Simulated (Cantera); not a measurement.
Catalytic stagnation flow on Pt

A jet of 1.13 % H2, 9.81 % O2, 89.1 % N2 at 300 K and 2600 Pa hits a platinum plate 3.9 cm away at a mass flux of 0.043 kg/m²/s; the plate temperature is set and raised in steps from an oxygen-covered start.

Model: Deutschmann's 1995 Pt surface mechanism with GRI-Mech 3.0 gas chemistry, integrated in Cantera. Catalytic surfaces can have several steady states; this one follows from the mechanism file's or the stated starting coverage.

```json
[
 {"plate T (K)": "500", "wall x H2": "0.00299", "wall x O2": "0.0892", "wall x H2O": "0.0163", "wall x OH": "<1e-8", "θ free Pt": "0.0491", "θ O*": "0.945", "θ OH*": "0.00585"},
 {"plate T (K)": "550", "wall x H2": "0.00298", "wall x O2": "0.0892", "wall x H2O": "0.0162", "wall x OH": "<1e-8", "θ free Pt": "0.0519", "θ O*": "0.945", "θ OH*": "0.00334"},
 {"plate T (K)": "600", "wall x H2": "0.00297", "wall x O2": "0.0892", "wall x H2O": "0.0161", "wall x OH": "<1e-8", "θ free Pt": "0.0548", "θ O*": "0.943", "θ OH*": "0.00208"},
 {"plate T (K)": "650", "wall x H2": "0.00291", "wall x O2": "0.0892", "wall x H2O": "0.0161", "wall x OH": "<1e-8", "θ free Pt": "0.0588", "θ O*": "0.940", "θ OH*": "0.00141"},
 {"plate T (K)": "700", "wall x H2": "0.00264", "wall x O2": "0.0889", "wall x H2O": "0.0165", "wall x OH": "<1e-8", "θ free Pt": "0.0700", "θ O*": "0.929", "θ OH*": "0.00107"},
 {"plate T (K)": "750", "wall x H2": "0.00206", "wall x O2": "0.0884", "wall x H2O": "0.0175", "wall x OH": "<1e-8", "θ free Pt": "0.0991", "θ O*": "0.900", "θ OH*": "0.000925"},
 {"plate T (K)": "800", "wall x H2": "0.00152", "wall x O2": "0.0878", "wall x H2O": "0.0184", "wall x OH": "<1e-8", "θ free Pt": "0.148", "θ O*": "0.852", "θ OH*": "0.000844"}
]
```
x: mole fraction at the wall; θ: surface coverage.
